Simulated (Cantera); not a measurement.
Input (Python, Cantera):

```python
import numpy as np
import cantera as ct

gas = ct.Solution("gri30.yaml")
gas.TPX = 400, 280000, {'CH4': 1, 'CO': 0.14, 'O2': 3.09, 'N2': 11.6}
flame = ct.FreeFlame(gas, width=0.019)
flame.set_refine_criteria(ratio=3, slope=0.08, curve=0.16)
flame.transport_model = "mixture-averaged"
flame.solve(loglevel=0, auto=True)
z, T = flame.grid, flame.T
thick = (T[-1] - T[0]) / np.gradient(T, z).max()
show = ['CH4', 'CO', 'O2', 'N2O', 'CH3', 'CH2O']
print(f"laminar burning velocity  {flame.velocity[0] * 100:.3f} cm/s")
print(f"burnt temperature         {T[-1]:.1f} K")
print(f"thermal thickness         {thick * 1e3:.4f} mm")
print(f"grid points               {len(z)}")
z0 = z[flame.heat_release_rate.argmax()]
print(f"{'z/mm':>9s}{'T/K':>9s}{'u/(m/s)':>9s}" + "".join(f"{s:>11s}" for s in show))
rows = []
for k in (-3, -2, -1.5, -1, -0.5, -0.25, 0, 0.25, 0.5, 1, 2, 4, 8):
    zz = z0 + k * thick
    rows.append([k * thick, np.interp(zz, z, T), np.interp(zz, z, flame.velocity),
                 *(np.interp(zz, z, flame.X[gas.species_index(s)]) for s in show)])
    print(f"{rows[-1][0] * 1e3:9.3f}{rows[-1][1]:9.1f}{rows[-1][2]:9.3f}" + "".join(f"{x:11.3e}" for x in rows[-1][3:]))
```

Output:

```
laminar burning velocity  20.020 cm/s
burnt temperature         1877.4 K
thermal thickness         0.3088 mm
grid points               136
     z/mm      T/K  u/(m/s)        CH4         CO         O2        N2O        CH3       CH2O
   -0.926    400.7    0.201  6.310e-02  8.847e-03  1.951e-01  2.810e-11  2.734e-10  2.196e-07
   -0.618    408.6    0.205  6.263e-02  8.909e-03  1.945e-01  5.919e-10  3.567e-09  4.420e-06
   -0.463    430.9    0.216  6.138e-02  9.115e-03  1.930e-01  2.955e-09  1.848e-08  2.145e-05
   -0.309    537.8    0.271  5.583e-02  1.025e-02  1.851e-01  2.133e-08  3.162e-07  1.455e-04
   -0.154    926.2    0.468  3.610e-02  1.530e-02  1.525e-01  1.400e-07  3.437e-05  7.596e-04
   -0.077   1264.2    0.640  1.861e-02  2.018e-02  1.208e-01  2.935e-07  2.903e-04  9.050e-04
    0.000   1593.4    0.806  3.093e-03  2.181e-02  8.688e-02  5.452e-07  3.623e-04  3.135e-04
    0.077   1730.1    0.871  8.034e-05  1.303e-02  7.210e-02  8.618e-07  1.522e-05  1.412e-05
    0.154   1786.7    0.896  1.365e-06  6.809e-03  6.812e-02  1.077e-06  3.084e-07  2.730e-07
    0.309   1837.1    0.918  1.138e-09  2.494e-03  6.586e-02  1.245e-06  3.191e-10  2.473e-10
    0.618   1865.2    0.931  8.824e-14  7.108e-04  6.509e-02  1.099e-06  3.362e-14  1.469e-13
    1.235   1875.1    0.935  5.771e-16  1.831e-04  6.499e-02  5.797e-07  1.050e-15  1.220e-14
    2.471   1877.2    0.936  3.010e-16  8.339e-05  6.499e-02  2.964e-07  4.357e-16  3.888e-15
```

Computed with Cantera and GRI-Mech 3.0 (53 species, 325 reactions). Burning velocities carry a grid error of a few per cent, more on coarse grids.
